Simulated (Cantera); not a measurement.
Mixture: CH4 : CO : O2 : N2 = 1 : 0.079 : 2.46 : 8.11 (molar parts), equivalence ratio 0.83, at 0.320 bar, adiabatic and at constant pressure. Ignition delay is the time to a rise of 400 K.

Computed with Cantera and GRI-Mech 3.0 (53 species, 325 reactions).

**Question.** At T0 = 1650 K, what is the delay, and which 6 reactions control it most (d ln τ / d ln k, from doubling and halving each rate constant)?

**Answer.** The delay is 0.747 ms.
| reaction | d ln τ / d ln k | faster rate |
|---|---|---|
| CH3 + O2 <=> CH3O + O | -0.36 | shortens it |
| H + O2 <=> O + OH | -0.31 | shortens it |
| CH4 + H <=> CH3 + H2 | 0.23 | lengthens it |
| CH3 + H (+M) <=> CH4 (+M) | -0.13 | shortens it |
| 2 CH3 <=> C2H5 + H | -0.12 | shortens it |
| CH3 + HO2 <=> CH3O + OH | -0.12 | shortens it |
